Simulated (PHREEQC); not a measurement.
Synthetic water in mg/kgw, 20 °C, pH 4.08, pe 11.2: Na 317; K 19.3; Ca 63.7; Mg 37.1; Cl 57.4; S(6) as SO4 1360; Fe(3) 222; Pb 28.8; Zn 1.78; O(0) (dissolved oxygen) 1.13; Cu(2) 0.863.

Valence states are taken as typed.

The numbers come from PHREEQC with the ion-association model, phreeqc.dat.

| Quantity | Value |
|---|---|
| ionic strength | 0.0430 mol/kgw |
| total alkalinity | -2.84 meq/kg |
| charge-balance error | -4.5 % |

```csv
species,molality,activity,log γ
Na+,0.0134,0.0112,-0.079
SO4-2,0.0119,0.00577,-0.315
Cl-,0.00162,0.00134,-0.083
Fe(OH)2+,0.00160,0.00134,-0.077
Ca+2,0.00107,0.000529,-0.306
Mg+2,0.000957,0.000483,-0.297
FeOH+2,0.000839,0.000408,-0.313
MgSO4,0.000569,0.000574,0.004
CaSO4,0.000518,0.000523,0.004
FeSO4+,0.000481,0.000402,-0.078
K+,0.000476,0.000392,-0.084
NaSO4-,0.000374,0.000314,-0.077
```

No solid was allowed to form. Examples of supersaturated solids here: Jarosite-K, Fe(OH)3(a). Others may be too. Species that the database lacks are ignored.
